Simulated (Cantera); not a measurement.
Feed: 1 mol Fe₂O₃, 3.8 mol HCl, equilibrated at 1.50e-5 bar.

These are equilibrium values from Cantera (NASA tables, ideal gas, pure condensed phases), not measurements of a reactor. Candidate condensed phases: Fe, FeCl₂, FeCl₃, FeO, Fe(OH)₂, Fe(OH)₃, Fe₂O₃, Fe₃O₄, H₂O; 22 gas species. The tables' stoichiometric FeO is somewhat more stable than real wüstite, so its field is too wide. FeO: taken at fixed stoichiometry. Equilibrium is a limit: real reactors are often held back by kinetics, nucleation or transport. All values below are at 1748 K.

Base state: HCl 0.298, H₂O 0.245, FeCl₂ 0.182, Cl 0.156, O₂ 0.0750, Fe 0.0128, OH 0.00969, H₂ 0.00755 (mole fractions); condensed: FeO(l).

What changes in the equilibrium state with this change: HCl from 3.8 to 89 mol?


```csv
species,before,after
HCl,0.298,0.736
Cl,0.156,0.144
H₂,0.00755,0.0538
H₂O,0.245,0.0304
FeCl₂,0.182,0.0191
O₂,0.0750,2.27e-5
Fe,0.0128,0.00157
H,0.00512,0.0137
Fe(OH)₂,2.61e-5,6.91e-9
FeO,0.00415,8.85e-6
O,0.00518,9.02e-5
OH,0.00969,0.000451
FeCl,0.000115,1.30e-5
"FeO(l), mol",1.08,0
```
